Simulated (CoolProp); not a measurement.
The fluid at 298.15 K and 0.494 MPa is compressed adiabatically to 1.94 MPa with isentropic efficiency 0.7. The same conditions are run with several fluids, on thermodynamics alone (safety and materials aside).

Values from CoolProp's reference Helmholtz-energy equation of state of each fluid (propyne: Polt 1992; oxygen: Schmidt 1985; propane: Lemmon 2009; CH2F2 (R32): Tillner-Roth 1997). The equations of Platzer and Polt are older, rougher fits.

| fluid | work (kJ/kg) | final temperature (K) | final density (kg/m³) |
|---|---|---|---|
| propyne | 116 | 382.6 | 29.0 |
| oxygen | 184 | 494.4 | 15.0 |
| propane | 103 | 369.0 | 33.9 |
| CH2F2 (R32) | 98.3 | 413.4 | 31.7 |

Above 300 K oxygen's equation is extrapolated.
